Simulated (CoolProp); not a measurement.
Diethyl ether along the isobar 157 bar: density (kg/m³) from the reference equation and from simpler models built on Tc = 194.7 °C, pc = 37.17 bar, ω = 0.282; each cubic takes its own stable root.

Computed with CoolProp (reference Helmholtz-energy equation of state, Thol 2014).

```tsv
T (°C)	phase	reference	Soave-Redlich-Kwong	Peng-Robinson
185.25	liquid	541.3	497.5	554.9
192.75	liquid	531.0	487.0	542.6
200.25	supercritical	520.6	476.4	530.0
207.65	supercritical	510.1	465.8	517.3
215.15	supercritical	499.3	454.9	504.3
222.65	supercritical	488.4	443.9	491.2
230.05	supercritical	477.5	432.9	478.1
237.55	supercritical	466.2	421.7	464.8
244.95	supercritical	455.1	410.7	451.6
252.45	supercritical	443.6	399.5	438.4
259.95	supercritical	432.1	388.4	425.2
267.35	supercritical	420.7	377.5	412.4
274.85	supercritical	409.2	366.6	399.6
```
